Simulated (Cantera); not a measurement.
Input: 1 mol Si2H6, 2 mol O2, 0.36 mol H2, 17 mol CO2, equilibrated at 1525 K and 75.0 Torr.

These are equilibrium values from Cantera (NASA tables, ideal gas, pure condensed phases), not measurements of a reactor. Candidate condensed phases: C, C6H6, C7H8, C8H18, H2O, Si, SiC, SiO2; 123 gas species. The feed counts by its element totals alone. The tables hold silica as quartz up to 1696 K and as liquid above; real silica turns to tridymite and cristobalite and melts near 1996 K. Gases not in the tables: Si(OH)4. Equilibrium is a limit: real reactors are often held back by kinetics, nucleation or transport.

Base state: CO2 0.683, CO 0.152, H2O 0.152, H2 0.0126 (mole fractions); condensed: SiO2(β-quartz).

Problem. What changes in the equilibrium state with this change: O2 from 2 to 0.34 mol?

Solution. 
```tsv
species	before	after
CO2	0.683	0.535
CO	0.152	0.300
H2O	0.152	0.137
H2	0.0126	0.0284
H	8.41e-6	1.26e-5
SiO2(β-quartz), mol	2.00	2.00
```
